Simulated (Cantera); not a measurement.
A Cantera script and what it prints.

```python
import numpy as np
import cantera as ct

gas_names = """
    Electron AL AL+ AL- ALN AL2 N N+ N- N2 N2+ N2-
""".split()
cond_names = """
    AL(cr) AL(L) ALN(s)
""".split()


# ... load() reads the species with a 1 bar reference pressure and builds the phases ...
atoms = {
    'AlN': {'AL': 1, 'N': 1},
    'N2': {'N': 2},
}
top_T = {'ALN(s)': 2750}  # K; cautious upper limits of use, not melting points


# ... equilibrate(T, P, feed) seeds the gas with the atoms and calls Mixture.equilibrate('TP', solver="vcs", rtol=1e-11, max_steps=5000) ...
results = []
feed = {'AlN': 1, 'N2': 0.017}  # mol
P = 4000  # Pa
for T in [2500, 3000, 3500, 4000, 4500, 5000]:
    mix = equilibrate(T, P, feed)
    results.append((T, P, feed, dict(zip(mix.species_names, mix.species_moles))))
    x = sorted(zip(gas.X, gas.species_names), reverse=True)
    print(f"T = {T:g} K  P = {P:g} Pa  gas = {mix.phase_moles(0):.4g} mol")
    print("   x: " + "  ".join(f"{s} {v:.3e}" for v, s in x if v > 1e-05))
    print("   condensed (mol): " + ("  ".join(f"{mix.phase(i).name} {mix.phase_moles(i):.4g}"
          for i in range(1, mix.n_phases) if mix.phase_moles(i) > 1e-12) or "none"))
```

Output:

```
T = 2500 K  P = 4000 Pa  gas = 1.516 mol
   x: AL 6.583e-01  N2 3.410e-01  AL2 6.558e-04  AL+ 2.260e-05  Electron 2.256e-05
   condensed (mol): none
T = 3000 K  P = 4000 Pa  gas = 1.517 mol
   x: AL 6.585e-01  N2 3.407e-01  AL+ 2.864e-04  Electron 2.861e-04  AL2 1.626e-04  N 4.064e-05
   condensed (mol): none
T = 3500 K  P = 4000 Pa  gas = 1.52 mol
   x: AL 6.559e-01  N2 3.398e-01  AL+ 1.806e-03  Electron 1.806e-03  N 6.457e-04  AL2 5.956e-05
   condensed (mol): none
T = 4000 K  P = 4000 Pa  gas = 1.532 mol
   x: AL 6.453e-01  N2 3.349e-01  AL+ 7.304e-03  Electron 7.303e-03  N 5.135e-03  AL2 2.734e-05
   condensed (mol): none
T = 4500 K  P = 4000 Pa  gas = 1.571 mol
   x: AL 6.149e-01  N2 3.165e-01  N 2.532e-02  AL+ 2.164e-02  Electron 2.164e-02  AL2 1.393e-05
   condensed (mol): none
T = 5000 K  P = 4000 Pa  gas = 1.673 mol
   x: AL 5.475e-01  N2 2.663e-01  N 8.554e-02  AL+ 5.033e-02  Electron 5.032e-02  ALN 1.006e-05
   condensed (mol): none
```

Cantera equilibrium calculation (NASA polynomials, part measured and part estimated; ideal gas, pure solids and liquids).
